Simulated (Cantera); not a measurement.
A closed system holds: 1 mol MgCO₃, 1.2 mol H₂S, 0.18 mol CO₂, equilibrated at 1102 °C and 0.310 bar.

These are equilibrium values from Cantera (NASA tables, ideal gas, pure condensed phases), not measurements of a reactor. Candidate condensed phases: C, C₆H₆, C₇H₈, C₈H₁₈, H₂O, H₂SO₄, Mg, MgCO₃, MgO, Mg(OH)₂, MgS, MgSO₄, S; 130 gas species. The numbers say what is thermodynamically allowed, not how fast it happens.

What is the equilibrium state?


```
Property                                   Result
--------------------------------------  ---------
x(CO₂)                                      0.215
x(H₂O)                                      0.204
x(CO)                                       0.200
x(S₂)                                       0.141
x(H₂S)                                      0.135
x(H₂)                                      0.0919
x(COS)                                    0.00957
x(SO₂)                                    0.00259
x(SH)                                     0.00107
n(MgO(s))                                1.00 mol
gas amount                              2.782 mol
log10 activity of S(l) (absent)             -1.75
log10 activity of C(graphite) (absent)      -3.89
log10 activity of Mg(l) (absent)           -10.92
```
